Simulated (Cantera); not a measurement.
Standard-state values (1 bar) from the NASA 1993 polynomials, evaluated with Cantera. Values are per mole of reaction as written; species without (g) are pure solids or liquids, kept so even where they would boil at 1 bar.

Mg + H2S(g) = MgS + H2(g)

```
T (K)    ΔH° (kJ)   ΔS° (J/K)    ΔG° (kJ)     log10 K
-----  ----------  ----------  ----------  ----------
1023   (withheld)  (withheld)  (withheld)  (withheld)
1123       -326.2       -52.1      -267.7       12.45
1223   (withheld)  (withheld)  (withheld)  (withheld)
1323       -326.0       -51.9      -257.2       10.16
1423       -325.9       -51.9      -252.1        9.25
```

**Question.** What belongs in the gaps?

**Answer.** 
- 1023, ΔH° (kJ): -326.4
- 1023, ΔS° (J/K): -52.3
- 1023, ΔG° (kJ): -272.9
- 1023, log10 K: 13.93
- 1223, ΔH° (kJ): -326.1
- 1223, ΔS° (J/K): -52.0
- 1223, ΔG° (kJ): -262.4
- 1223, log10 K: 11.21
